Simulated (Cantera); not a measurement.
A closed system holds: 1 mol Al(CH3)3, 38 mol NH3, 110 mol N2, at 1100 K and 0.110 bar.

Cantera equilibrium calculation (NASA polynomials, part measured and part estimated; ideal gas, pure solids and liquids). Candidate condensed phases: Al, AlN, C, C6H6, C7H8, C8H18; 97 gas species. The feed counts by its element totals alone. The numbers say what is thermodynamically allowed, not how fast it happens.

Problem. What is the equilibrium state?

Solution. 
```json
{
 "x(N2)": "0.677",
 "x(H2)": "0.323",
 "x(CH4)": "0.000412",
 "x(HCN)": "1.04e-5",
 "x(NH3)": "5.28e-6",
 "n(AlN(s))": "1.00 mol",
 "n(C(graphite))": "2.92 mol",
 "gas_amount": "189.9 mol",
 "log10 activity of Al(l) (absent)": "-8.94"
}
```
